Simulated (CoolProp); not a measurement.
A simple Rankine cycle with n-perfluorobutane: condensing at 293.15 K, boiler at 1.27 MPa, turbine inlet 362.4 K, turbine efficiency 0.75, pump efficiency 0.6, no recuperator. Each further row changes one setting.

Computed with CoolProp (reference Helmholtz-energy equation of state, Gao 2022).

```json
[
 {"case": "as stated", "thermal efficiency (%)": "8.7", "net work (kJ/kg)": "12.2", "heat in (kJ/kg)": "140", "turbine exit temperature (K)": "335.4", "volume ratio over the turbine": "6.99"},
 {"case": "turbine inlet 382.4 K", "thermal efficiency (%)": "8.4", "net work (kJ/kg)": "13.5", "heat in (kJ/kg)": "161", "turbine exit temperature (K)": "356.9", "volume ratio over the turbine": "6.45"},
 {"case": "condensing temperature 285.15 K", "thermal efficiency (%)": "9.7", "net work (kJ/kg)": "14.4", "heat in (kJ/kg)": "149", "turbine exit temperature (K)": "332.3", "volume ratio over the turbine": "9.24"},
 {"case": "boiler pressure 0.889 MPa", "thermal efficiency (%)": "7.2", "net work (kJ/kg)": "10.5", "heat in (kJ/kg)": "146", "turbine exit temperature (K)": "343.5", "volume ratio over the turbine": "4.33"},
 {"case": "turbine efficiency 0.65", "thermal efficiency (%)": "7.4", "net work (kJ/kg)": "10.4", "heat in (kJ/kg)": "140", "turbine exit temperature (K)": "337.3", "volume ratio over the turbine": "7.04"}
]
```
